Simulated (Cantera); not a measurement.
A Cantera script and its output.

```python
import numpy as np
import cantera as ct

surf = ct.Interface("ptcombust.yaml", "Pt_surf")
gas = surf.adjacent["gas"]
gas.TPX = 775, 500000, {'CO': 0.023, 'O2': 0.028, 'N2': 0.79}
surf.TP = 775, 500000
reactor = ct.FlowReactor(gas, clone=False)
reactor.area = 0.0001  # m2
reactor.surface_area_to_volume_ratio = 530  # 1/m
reactor.mass_flow_rate = 0.53 * reactor.area * gas.density  # inlet velocity 0.53 m/s
reactor.energy_enabled = False
wall = ct.ReactorSurface(surf, reactor, clone=False)
net = ct.ReactorNet([reactor])
net.rtol, net.atol = 1e-8, 1e-16
show, cover = ['CO', 'O2', 'H2O', 'CO2'], ['PT(S)', 'H(S)', 'O(S)', 'OH(S)', 'CO(S)', 'C(S)']

rows = []
print(f"{'z/m':>9s}{'u/(m/s)':>9s}" + "".join(f"{s:>13s}" for s in show + cover))
for z in [0.0001, 0.00017, 0.00029, 0.00048, 0.0008, 0.0013, 0.0022, 0.0037, 0.0062, 0.01]:
    net.advance(z)
    rows.append([reactor.speed, *gas[show].X, *surf[cover].coverages])
    print(f"{z:9.4g}{rows[-1][0]:9.3g}" + "".join(f"{x:13.4e}" for x in rows[-1][1:]))
```

Output:

```
      z/m  u/(m/s)           CO           O2          H2O          CO2        PT(S)         H(S)         O(S)        OH(S)        CO(S)         C(S)
   0.0001     0.53   2.7268e-02   3.3254e-02   1.7962e-30   8.1516e-05   3.7224e-02   3.2483e-23   2.9047e-03   4.6452e-20   9.5987e-01   2.2546e-11
  0.00017     0.53   2.7212e-02   3.3227e-02   1.0418e-30   1.3867e-04   3.7263e-02   3.3317e-23   2.9086e-03   4.7681e-20   9.5983e-01   2.2539e-11
  0.00029     0.53   2.7115e-02   3.3179e-02   1.1629e-30   2.3683e-04   3.7331e-02  -2.2121e-23   2.9152e-03  -3.1657e-20   9.5975e-01   2.2527e-11
  0.00048     0.53   2.6961e-02   3.3104e-02   9.4600e-31   3.9271e-04   3.7439e-02   9.6591e-24   2.9259e-03   1.3877e-20   9.5963e-01   2.2507e-11
   0.0008     0.53   2.6701e-02   3.2976e-02   1.0888e-30   6.5655e-04   3.7625e-02  -5.5771e-24   2.9442e-03  -7.8346e-21   9.5943e-01   2.2473e-11
   0.0013     0.53   2.6291e-02   3.2775e-02   9.6382e-31   1.0722e-03   3.7924e-02  -9.1095e-25   2.9739e-03  -1.1843e-21   9.5910e-01   2.2417e-11
   0.0022     0.53   2.5542e-02   3.2409e-02   9.7157e-31   1.8313e-03   3.8488e-02   3.5960e-22   3.0307e-03   5.1976e-19   9.5848e-01   2.2310e-11
   0.0037    0.529   2.4261e-02   3.1781e-02   1.2567e-30   3.1305e-03   3.9514e-02   5.0903e-21   3.1364e-03   7.1596e-18   9.5735e-01   2.2107e-11
   0.0062    0.529   2.2016e-02   3.0680e-02   7.6523e-30   5.4065e-03   4.1532e-02   3.9562e-22   3.3527e-03   6.7305e-19   9.5512e-01   2.1686e-11
     0.01    0.528   1.8251e-02   2.8836e-02   1.6698e-29   9.2233e-03   4.5750e-02   2.2453e-21   3.8426e-03   3.9323e-18   9.5041e-01   2.0740e-11
```

Detailed kinetics in Cantera: Deutschmann's 1995 Pt surface mechanism with GRI-Mech 3.0 gas chemistry. Catalytic surfaces can have several steady states; this one follows from the mechanism file's or the stated starting coverage. Mass transfer to the wall is taken as infinitely fast.
